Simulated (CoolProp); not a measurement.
Decamethyltetrasiloxane (MD2M) at several states: fugacity coefficient from the reference equation and from simpler models built on Tc = 326.2 °C, pc = 1.144 MPa, ω = 0.635; each cubic takes its own stable root.

Computed with CoolProp (reference Helmholtz-energy equation of state, Thol 2017).

| T (°C) | p (MPa) | phase | reference | Redlich-Kwong | Soave-Redlich-Kwong | Peng-Robinson |
|---|---|---|---|---|---|---|
| 58.55 | 0.0642 | liquid | 0.008483 | 0.1472 | 0.009191 | 0.01046 |
| 146.95 | 1.26 | liquid | 0.02422 | 0.08768 | 0.02462 | 0.02475 |
| 243.15 | 0.126 | gas | 0.9398 | 0.9431 | 0.9345 | 0.9301 |
